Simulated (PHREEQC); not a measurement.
PHREEQC input (ion-association model, wateq4f.dat):

```
SOLUTION_MASTER_SPECIES
  An  An-  0  An  62.0  # stands for a non-complexing anion
SOLUTION_SPECIES
  An- = An-
    -log_k 0
    -gamma 3.0 0
  PO4-3 + 3H+ = H3PO4  # constants of phreeqc.dat
    -log_k 21.721
    -delta_h -10.1 kJ
PHASES
  Fix_H+
    H+ = H+
    -log_k 0
SOLUTION 1
  temp 25
  units mmol/kgw
  pH 7 charge
  P 0.049
  Na 300.049
  An 300
END
SELECTED_OUTPUT 1
  -reset false
  -pH true
  -pe true
  -ionic_strength true
  -water true
  -totals Na P
  -molalities Hfo_wOH Hfo_wOH2+ Hfo_wO- Hfo_sOH Hfo_sOH2+ Hfo_sO- Hfo_wH2PO4 Hfo_wHPO4- Hfo_wPO4-2
USER_PUNCH 1
  -headings sigma psi
  10 PUNCH EDL("sigma", "Hfo"), EDL("psi", "Hfo")
PRINT
  -reset false
USE solution 1
SURFACE 1
  Hfo_wOH 0.00314607 600 1.4
  Hfo_sOH 7.86517e-05
EQUILIBRIUM_PHASES 1
  Fix_H+ -3 HAn 10
    -force_equality true
  O2(g) -0.68 10
END
# ... the last block is repeated for the other 12 points of pH, with NaOH or the acid as the point needs
```

Selected output (columns that matter, 13 of 13 rows; pH added in front):

```
pH	mu	Na	P	m_Hfo_wOH	m_Hfo_wOH2+	m_Hfo_wO-	m_Hfo_sOH	m_Hfo_sOH2+	m_Hfo_sO-	m_Hfo_wH2PO4	m_Hfo_wHPO4-	m_Hfo_wPO4-2	sigma	psi
3	0.3029	0.30005	5.7995e-09	2.0117e-05	0.003077	3.0131e-09	5.1088e-07	7.8141e-05	7.6518e-11	4.2203e-05	6.773e-06	1.846e-08	0.36165	0.12455
3.5	0.302	0.30005	4.4071e-09	6.0944e-05	0.0030361	2.8025e-08	1.5477e-06	7.7103e-05	7.1171e-10	3.2732e-05	1.6128e-05	1.3496e-07	0.35574	0.12379
4	0.30166	0.30005	2.9456e-09	0.00017122	0.0029256	2.2956e-07	4.3483e-06	7.4298e-05	5.8298e-09	1.9823e-05	2.8479e-05	6.948e-07	0.34115	0.1217
4.5	0.30144	0.30005	1.8873e-09	0.00041397	0.0026816	1.464e-06	1.0513e-05	6.8101e-05	3.7179e-08	9.7348e-06	3.6889e-05	2.374e-06	0.31092	0.11704
5	0.30121	0.30005	1.434e-09	0.00080438	0.0022862	6.4834e-06	2.0428e-05	5.8059e-05	1.6465e-07	4.4939e-06	3.8812e-05	5.6926e-06	0.26276	0.10863
5.5	0.30095	0.30005	1.4383e-09	0.0012585	0.0018186	1.9951e-05	3.196e-05	4.6185e-05	5.0667e-07	2.1409e-06	3.6367e-05	1.0491e-05	0.20528	0.096431
6	0.3007	0.30005	1.9338e-09	0.001671	0.0013797	4.6365e-05	4.2437e-05	3.5038e-05	1.1775e-06	1.0712e-06	3.1847e-05	1.608e-05	0.1497	0.081233
6.5	0.30049	0.30005	3.6675e-09	0.0019861	0.0010226	8.8372e-05	5.0439e-05	2.5969e-05	2.2443e-06	5.6137e-07	2.6764e-05	2.167e-05	0.10199	0.063789
7	0.30032	0.30005	1.0584e-08	0.0021958	0.00075504	0.00014628	5.5762e-05	1.9175e-05	3.7149e-06	3.0825e-07	2.2005e-05	2.6676e-05	0.063049	0.044581
7.5	0.30018	0.30005	4.4433e-08	0.0023168	0.00056114	0.00021914	5.8836e-05	1.425e-05	5.5651e-06	1.7687e-07	1.7926e-05	3.0853e-05	0.031137	0.024007
8	0.30006	0.30005	2.3055e-07	0.0023713	0.00041739	0.00030862	6.0216e-05	1.0599e-05	7.8371e-06	1.036e-07	1.4448e-05	3.4218e-05	0.0032899	0.0026293
8.5	0.30011	0.30021	1.257e-06	0.0023705	0.00030319	0.0004246	6.0176e-05	7.6965e-06	1.0778e-05	5.8331e-08	1.1195e-05	3.6489e-05	-0.02397	-0.018745
9	0.30026	0.30049	6.0922e-06	0.0023071	0.00020702	0.00058901	5.8475e-05	5.2471e-06	1.4929e-05	2.7764e-08	7.5951e-06	3.5285e-05	-0.053971	-0.039217
```

H3PO4, which wateq4f.dat lacks, is added to it with the constant of phreeqc.dat. The oxide is taken as insoluble; below pH 4 it would dissolve.
